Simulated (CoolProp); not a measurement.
Vapour-liquid equilibrium of hydrogen sulfide (1) + propane (2) at 75.1 kPa; x and y are mole fractions of (1).

Values from CoolProp's multi-fluid Helmholtz-energy mixture model, Lemmon 2006 and Lemmon 2009; pair parameters Kunz 2012.

Problem. Give the bubble temperature and the first vapour's composition at x = 0.2, 0.5, 0.95. Is there an azeotrope?

Solution. x = 0.2: -64.7 °C, y = 0.621; x = 0.5: -68.1 °C, y = 0.724; x = 0.95: -67.3 °C, y = 0.891. y crosses x between x = 0.65 and 0.8: the model has an azeotrope there.

Pair parameters are fitted to limited data, so mixtures are less certain than the pure fluids. With so large a gap from Raoult's law the liquid may split in two, which this calculation doesn't test in full.
